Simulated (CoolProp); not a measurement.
Vapour-liquid equilibrium of benzene (1) + dimethyl carbonate (2) at 424.2 K; x and y are mole fractions of (1).

The numbers come from the multi-fluid Helmholtz-energy mixture model, Thol 2012 and Zhou 2011; pair parameters Bell 2016 in CoolProp.

| x | bubble pressure, mixture model (MPa) | bubble pressure, Raoult's law (MPa) | y, mixture model | y, Raoult's law |
|---|---|---|---|---|
| 0.05 | 0.5236 | 0.5162 | 0.068 | 0.058 |
| 0.125 | 0.5392 | 0.5224 | 0.162 | 0.142 |
| 0.2 | 0.5528 | 0.5286 | 0.246 | 0.225 |
| 0.275 | 0.5645 | 0.5349 | 0.324 | 0.306 |
| 0.35 | 0.5745 | 0.5411 | 0.397 | 0.385 |
| 0.425 | 0.5829 | 0.5473 | 0.467 | 0.462 |
| 0.5 | 0.5897 | 0.5535 | 0.534 | 0.537 |
| 0.575 | 0.5950 | 0.5597 | 0.600 | 0.611 |
| 0.65 | 0.5988 | 0.5659 | 0.665 | 0.683 |
| 0.725 | 0.6011 | 0.5722 | 0.731 | 0.754 |
| 0.8 | 0.6018 | 0.5784 | 0.800 | 0.823 |
| 0.875 | 0.6008 | 0.5846 | 0.871 | 0.891 |
| 0.95 | 0.5980 | 0.5908 | 0.946 | 0.957 |

The largest gap from Raoult's law is +6.5 % in bubble pressure, at x = 0.5. y crosses x between x = 0.725 and 0.8: the model has an azeotrope there.

Pair parameters are fitted to limited data, so mixtures are less certain than the pure fluids.
